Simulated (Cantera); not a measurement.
## Diamond growth

A diamond (100) surface in a fixed gas of H2 with x(CH4) = 0.01, x(H) = 0.027, x(CH3) = 0.00022, at 925 K; coverages are run to steady state.

Cantera simulation using the Harris–Goodwin 1993 mechanism for the reconstructed diamond (100) surface; the numbers are that mechanism's predictions, not measurements.

| P (Pa) | growth (µm/h) | θ c6HH | θ c6H* | θ c6*H | θ c6** | θ c6HM |
|---|---|---|---|---|---|---|
| 980 | 0.775 | 0.662 | 0.0122 | 0.312 | 0.00543 | 0.00608 |
| 1400 | 1.11 | 0.662 | 0.0122 | 0.312 | 0.00544 | 0.00609 |
| 2100 | 1.66 | 0.662 | 0.0122 | 0.312 | 0.00544 | 0.00610 |
| 3000 | 2.38 | 0.662 | 0.0123 | 0.312 | 0.00545 | 0.00610 |
| 4300 | 3.41 | 0.662 | 0.0124 | 0.312 | 0.00545 | 0.00611 |
| 6200 | 4.93 | 0.662 | 0.0125 | 0.312 | 0.00546 | 0.00611 |
| 9000 | 7.16 | 0.662 | 0.0126 | 0.312 | 0.00548 | 0.00612 |
| 13000 | 10.4 | 0.662 | 0.0128 | 0.312 | 0.00550 | 0.00612 |
θ: site fractions in the mechanism's names (c6HH fully hydrogenated, c6H* and c6*H radical sites, c6** diradical, c6HM methylated).
